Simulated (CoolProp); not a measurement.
A simple Rankine cycle with n-perfluoropentane: condensing at 329.15 K, boiler at 0.909 MPa, turbine inlet 420.6 K, turbine efficiency 0.7, pump efficiency 0.6, no recuperator. Each further row changes one setting.

Values from CoolProp's reference Helmholtz-energy equation of state, Gao 2022.

```tsv
case	thermal efficiency (%)	net work (kJ/kg)	heat in (kJ/kg)	turbine exit temperature (K)	volume ratio over the turbine
as stated	5.6	9.03	161	404.4	4.10
turbine inlet 440.6 K	5.4	9.71	181	424.9	3.99
condensing temperature 321.15 K	6.4	10.9	169	402.0	5.27
boiler pressure 0.636 MPa	4.2	6.91	164	409.7	2.72
turbine efficiency 0.6	4.8	7.63	161	405.9	4.11
```
